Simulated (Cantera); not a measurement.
A Cantera script and its output.

```python
import numpy as np
import cantera as ct

gas = ct.Solution("gri30.yaml")
gas.TPX = 550, 1600000, {'CH4': 1, 'O2': 1.33, 'N2': 8.93}
inlet = ct.Reservoir(gas, clone=True)
gas.equilibrate("HP")  # start burning
reactor = ct.IdealGasConstPressureReactor(gas, energy="on", clone=False)
exhaust = ct.Reservoir(gas, clone=True)
tau = [0.16, 0.062, 0.024, 0.0096, 0.0038, 0.0015, 0.00059, 0.00023, 9.1e-05][0]
for a, b in ((inlet, reactor), (reactor, exhaust)):
    ct.MassFlowController(a, b, mdot=lambda t: reactor.mass / tau)
net = ct.ReactorNet([reactor])
show = ['CH4', 'O2', 'H2O', 'CH2', 'NO', 'HCN']

rows = []
print(f"{'tau/s':>10s}{'T/K':>9s}" + "".join(f"{s:>11s}" for s in show))
for tau in [0.16, 0.062, 0.024, 0.0096, 0.0038, 0.0015, 0.00059, 0.00023, 9.1e-05]:
    net.initial_time = 0.0
    net.advance(30 * tau)
    before = gas.X
    net.advance(40 * tau)
    drift = np.max(np.abs(gas.X - before) / (gas.X + 1e-9))
    rows.append([gas.T, *gas[show].X, drift])
    print(f"{tau:10.3e}{gas.T:9.1f}" + "".join(f"{x:11.3e}" for x in gas[show].X))
```

It prints:

```
     tau/s      T/K        CH4         O2        H2O        CH2         NO        HCN
 1.600e-01   1686.8  7.761e-03  4.335e-04  1.194e-01  1.611e-08  3.413e-08  4.861e-07
 6.200e-02   1689.5  9.258e-03  9.569e-04  1.205e-01  3.320e-08  4.178e-08  5.850e-07
 2.400e-02   1683.8  1.064e-02  2.023e-03  1.208e-01  6.222e-08  4.435e-08  5.450e-07
 9.600e-03   1664.6  1.190e-02  4.028e-03  1.200e-01  9.898e-08  4.232e-08  3.713e-07
 3.800e-03   1619.7  1.375e-02  8.280e-03  1.170e-01  1.210e-07  3.557e-08  1.487e-07
 1.500e-03    550.0  8.881e-02  1.181e-01 -2.004e-15 -1.242e-36 -2.793e-26 -6.758e-22
 5.900e-04    550.0  8.881e-02  1.181e-01 -7.996e-19 -1.282e-37 -1.119e-29 -2.707e-25
 2.300e-04    550.0  8.881e-02  1.181e-01 -4.136e-20 -9.893e-41 -5.856e-31 -1.417e-26
 9.100e-05    550.0  8.881e-02  1.181e-01 -2.534e-21 -1.319e-39 -3.699e-32 -8.949e-28
```

Detailed kinetics in Cantera: GRI-Mech 3.0 (53 species, 325 reactions). The pressure lies above the range GRI-Mech 3.0 was tuned for (to about 10 atm).
